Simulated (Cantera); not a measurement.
A closed system holds: 1 mol Si, 0.0012 mol O2, 2.2 mol H2, held at 1127 °C and 0.00240 Torr.

Equilibrium computed with Cantera from the NASA thermochemical tables; the gas is ideal and each condensed phase is pure. Kinetics and transport are ignored.

| species | before | after |
|---|---|---|
| H | 0.00271 | 0.761 |
| Si | 0.000257 | 0.193 |
| H2 | 0.996 | 0.0452 |
| SiH | 2.29e-6 | 3.11e-5 |
| SiO | 0.00109 | 0.000465 |
| Si(s), mol | 0.997 | 0 |
Gas species are given as mole fractions.

**Question.** Which change was made?
A. O2 from 0.0012 to 0.61 mol
B. O2 from 0.0012 to 0.0023 mol
C. O2 from 0.0012 to 0.0016 mol
D. temperature from 1127 °C to 1950 °C

**Answer.** D, temperature from 1127 °C to 1950 °C
